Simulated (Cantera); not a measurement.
Feed: 1 mol SiCl₄, 5.3 mol HCl, 0.39 mol H₂, held at 875 °C and 27.0 bar.

Cantera equilibrium calculation (NASA polynomials, part measured and part estimated; ideal gas, pure solids and liquids). Candidate condensed phases: Si; 19 gas species. The tables' values for SiCl₃ are old estimates; treat these amounts as uncertain. The numbers say what is thermodynamically allowed, not how fast it happens.

Problem. What is the equilibrium state?

Solution. 
| Property | Value |
|---|---|
| x(HCl) | 0.792 |
| x(SiCl₄) | 0.149 |
| x(H₂) | 0.0581 |
| x(SiHCl₃) | 0.000219 |
| x(SiCl₃) | 1.59e-5 |
| gas amount | 6.690 mol |
| log10 activity of Si(s) (absent) | -9.10 |
